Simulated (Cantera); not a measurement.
An isothermal, constant-pressure homogeneous reactor starts with C3H8 : H2 = 1 : 67 (molar parts), at 1498 K and 0.0160 bar.

Detailed kinetics in Cantera: GRI-Mech 3.0 (53 species, 325 reactions). GRI-Mech 3.0 was tuned for natural gas; its chemistry of propane as a main component is partial and can be far from experiment. GRI-Mech 3.0 stops at C3 and has no aromatics, soot or wall deposition, so with more carbon than oxygen in the feed, carbon stays in small species such as C2H2 where larger ones or solid carbon would form. Radical loss at walls, strong at low pressure, is not modelled.

One state of this run: x C3H8 = 7.29e-10; x H2 = 0.970; x CH4 = 0.0162; x H = 0.000609; x C2H6 = 3.02e-6; x C2H2 = 0.00887. x: mole fraction; the columns are a selection and need not sum to one.

Which value of t (s) does it belong to?
A. 2.51
B. 0.0100
C. 0.00251
D. 0.158

B, 0.0100
